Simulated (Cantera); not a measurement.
A closed system holds: 1 mol Si, 0.66 mol N₂O, 220 mol H₂, held at 100000 Pa.

Equilibrium computed with Cantera from the NASA thermochemical tables; the gas is ideal and each condensed phase is pure. Candidate condensed phases: H₂O, Si, SiO₂, Si₂N₂O, Si₃N₄; 35 gas species. Mutual solubility and eutectic melting of coexisting phases are not modelled. The tables hold silica as quartz up to 1696 K and as liquid above; real silica turns to tridymite and cristobalite and melts near 1996 K. Gases not in the tables: Si₂H₆ and higher silanes. Rates play no part.

Q: What share of the Si ends up in condensed phases as a function of T (°C), at 725, 825, 925, 1025, 1125, 1225, 1325, 1425, 1525, 1625, 1725, 1825, 1925?

A: 
```csv
T (°C),Si condensed (%),as
725,100.0,SiO₂(β-quartz) + Si₂N₂O(s)
825,100.0,SiO₂(β-quartz) + Si₂N₂O(s)
925,100.0,SiO₂(β-quartz) + Si₂N₂O(s)
1025,100.0,SiO₂(β-quartz) + Si₂N₂O(s)
1125,100.0,SiO₂(β-quartz) + Si₂N₂O(s)
1225,99.5,SiO₂(β-quartz) + Si₂N₂O(s)
1325,94.3,SiO₂(β-quartz) + Si₂N₂O(s)
1425,70.2,Si₂N₂O(s)
1525,62.9,Si(l) + Si₂N₂O(s)
1625,32.2,Si(l)
1725,30.1,Si(l)
1825,25.4,Si(l)
1925,15.4,Si(l)
```
